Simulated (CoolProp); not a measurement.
Vapour-liquid equilibrium of propane (1) + isopentane (2) at 13.95 °C; x and y are mole fractions of (1).

The numbers come from the multi-fluid Helmholtz-energy mixture model, Lemmon 2009 and Lemmon 2006; pair parameters Kunz 2012 in CoolProp.

### Question
Give the bubble pressure and the first vapour's composition at x = 0.275, 0.5, 0.65. Is there an azeotrope?

### Answer
x = 0.275: 2.531 bar, y = 0.805; x = 0.5: 3.907 bar, y = 0.903; x = 0.65: 4.820 bar, y = 0.940. No azeotrope shows between x = 0.05 and 0.95.

The pair parameters rest on a limited set of measurements; away from them the model extrapolates. The gap from Raoult's law changes sign with composition, which may be real or a fault of the pair parameters; it wasn't checked against measurements.
